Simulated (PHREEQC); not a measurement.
A made-up water analysis in mg/L, 25 °C, pH 6.39, pe 8.1: Na 8.97; K 0.699; Ca 5.16; Mg 0.697; Cl 3.99; S(6) as SO4 5.42; Alkalinity as HCO3 30.9; Ni 0.305; B 0.0169; Cd 0.0106; Sr 0.00711; Cu(2) 1.39; N(5) as NO3 0.871.

Valence states are taken as typed.

Equilibrium calculation in PHREEQC: ion-association model, wateq4f.dat.

```
Quantity                        Result
--------------------  ----------------
ionic strength        0.000970 mol/kgw
charge-balance error             2.1 %
```

| species | molality | activity | log γ |
|---|---|---|---|
| HCO3- | 0.000490 | 0.000473 | -0.015 |
| CO2 | 0.000433 | 0.000433 | 0.000 |
| Na+ | 0.000390 | 0.000377 | -0.015 |
| Ca+2 | 0.000127 | 0.000111 | -0.060 |
| Cl- | 0.000112 | 0.000109 | -0.015 |
| SO4-2 | 5.48e-5 | 4.77e-5 | -0.060 |
| Mg+2 | 2.82e-5 | 2.46e-5 | -0.060 |
| K+ | 1.79e-5 | 1.72e-5 | -0.015 |

Precipitation was switched off in this run. Examples of supersaturated solids here: Malachite, Tenorite (slow to form). Others may be too. The database's nickel carbonate constants are estimates that later reviews lower a good deal.
